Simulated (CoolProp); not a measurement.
A simple Rankine cycle with tetrahydrofuran: condensing at 303.15 K, boiler at 0.401 MPa, turbine inlet 538.7 K, turbine efficiency 0.85, pump efficiency 0.8, no recuperator. Each further row changes one setting.

Model: reference Helmholtz-energy equation of state, Fiedler 2023, in CoolProp.

```tsv
case	thermal efficiency (%)	net work (kJ/kg)	heat in (kJ/kg)	turbine exit temperature (K)	volume ratio over the turbine
as stated	16.1	129	803	466.2	13.2
condensing temperature 295.15 K	17.7	145	817	457.3	18.4
boiler pressure 0.281 MPa	14.2	114	805	475.9	9.40
turbine efficiency 0.75	14.2	114	803	474.9	13.5
```
